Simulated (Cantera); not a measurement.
A Cantera script and what it prints.

```python
import numpy as np
import cantera as ct

gas_names = """
    CL CL2 H HCL H2 Si SiCL SiCL2 SiCL3 SiCL4 SiH SiHCL3 SiH2 SiH2CL2 SiH3 SiH3CL SiH4 Si2 Si3
""".split()
cond_names = """
    Si(cr) Si(L)
""".split()


# ... load() reads the species with a 1 bar reference pressure and builds the phases ...
atoms = {
    'SiH4': {'Si': 1, 'H': 4},
    'Cl2': {'CL': 2},
    'H2': {'H': 2},
}
top_T = {}  # K; cautious upper limits of use, not melting points


# ... equilibrate(T, P, feed) seeds the gas with the atoms and calls Mixture.equilibrate('TP', solver="vcs", rtol=1e-11, max_steps=5000) ...
results = []
feed = {'SiH4': 1, 'Cl2': 0.22, 'H2': 21}  # mol
P = 13332.2  # Pa
for T in [800, 850, 900, 950, 1000, 1050, 1100, 1150, 1200, 1250, 1300, 1350, 1400]:
    mix = equilibrate(T, P, feed)
    results.append((T, P, feed, dict(zip(mix.species_names, mix.species_moles))))

top = {s: max(r[3][s] / sum(r[3][g] for g in gas_names) for r in results) for s in gas_names}
cols = sorted((s for s in top if top[s] > 0.001), key=lambda s: -top[s])[:7]
seen = [c for c in cond_names if any(r[3].get(c, 0) > 1e-12 for r in results)]
print("log10 of partial pressures in bar; condensed amounts in mol")
print(f"{'T/K':>10s}" + "".join(f"{s[:9]:>10s}" for s in cols + seen))
for T, P, feed, n in results:
    ng = sum(n[g] for g in gas_names)
    print(f"{T:10.4g}" + "".join(f"{np.log10(max(n[s] / ng * P / 1e5, 1e-99)):10.3f}" for s in cols)
          + "".join(f"{n.get(c, 0):10.4g}" for c in seen))
```

Output:

```
log10 of partial pressures in bar; condensed amounts in mol
       T/K        H2       HCL     SiCL4    SiHCL3    Si(cr)
       800    -0.878    -3.897    -3.462    -3.486    0.8791
       850    -0.878    -3.629    -3.481    -3.510    0.8844
       900    -0.878    -3.396    -3.516    -3.546    0.8925
       950    -0.879    -3.195    -3.575    -3.598    0.9039
      1000    -0.880    -3.024    -3.669    -3.676    0.9184
      1050    -0.881    -2.886    -3.813    -3.791     0.935
      1100    -0.881    -2.781    -4.027    -3.959    0.9514
      1150    -0.882    -2.711    -4.325    -4.189    0.9645
      1200    -0.883    -2.672    -4.699    -4.475    0.9727
      1250    -0.883    -2.654    -5.112    -4.790    0.9767
      1300    -0.883    -2.647    -5.531    -5.109    0.9783
      1350    -0.883    -2.644    -5.935    -5.416    0.9786
      1400    -0.883    -2.644    -6.317    -5.707    0.9784
```

These are equilibrium values from Cantera (NASA tables, ideal gas, pure condensed phases), not measurements of a reactor. The tables' values for SiCl3 are old estimates; treat these amounts as uncertain.
